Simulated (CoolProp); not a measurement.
Model: reference Helmholtz-energy equation of state, Gao 2016, in CoolProp.

Q: For sulfur dioxide, give the phase and the cv (kJ/(kg K)) at 165.35 °C and 0.0222 MPa; 165.35 °C and 2.22 MPa; 165.35 °C and 3.94 MPa.

A: 
- 165.35 °C and 0.0222 MPa: gas; cv 0.569
- 165.35 °C and 2.22 MPa: gas; cv 0.611
- 165.35 °C and 3.94 MPa: gas; cv 0.654
